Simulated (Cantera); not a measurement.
# Moist CO burnout

An isothermal, constant-pressure homogeneous reactor starts with 0.122 % CO, 5.05 % O₂, 1.31 % H₂O, 93.5 % N₂, equivalence ratio 0.012, at 850 K and 2.86 atm.

Model: GRI-Mech 3.0 (53 species, 325 reactions), integrated in Cantera.

| t (s) | x CO | x O₂ | x H₂O | x O | x NO |
|---|---|---|---|---|---|
| 7.00e-6 | 0.00122 | 0.0505 | 0.0131 | <1e-12 | <1e-12 |
| 2.71e-5 | 0.00122 | 0.0505 | 0.0131 | <1e-12 | <1e-12 |
| 0.000105 | 0.00122 | 0.0505 | 0.0131 | <1e-12 | <1e-12 |
| 0.000404 | 0.00122 | 0.0505 | 0.0131 | 1.21e-12 | <1e-12 |
| 0.00156 | 0.00122 | 0.0505 | 0.0131 | 3.79e-12 | <1e-12 |
| 0.00603 | 0.00122 | 0.0505 | 0.0131 | 7.62e-12 | <1e-12 |
| 0.0233 | 0.00122 | 0.0505 | 0.0131 | 8.54e-12 | <1e-12 |
| 0.0901 | 0.00122 | 0.0505 | 0.0131 | 8.77e-12 | <1e-12 |
| 0.348 | 0.00122 | 0.0505 | 0.0131 | 9.73e-12 | <1e-12 |
| 1.35 | 0.00122 | 0.0505 | 0.0131 | 1.44e-11 | <1e-12 |
| 5.20 | 0.00121 | 0.0505 | 0.0131 | 5.11e-11 | <1e-12 |
| 20.1 | 0.00117 | 0.0505 | 0.0131 | 2.58e-10 | <1e-12 |
| 77.6 | 0.000914 | 0.0504 | 0.0131 | 2.32e-10 | <1e-12 |
| 300 | 0.000418 | 0.0501 | 0.0131 | 1.02e-10 | <1e-12 |
x: mole fraction; the columns are a selection and need not sum to one.

Equilibrium at this temperature and pressure: CO <1e-12, O₂ 0.0499, H₂O 0.0131, O <1e-12, NO 2.40e-6 (gas phase only).
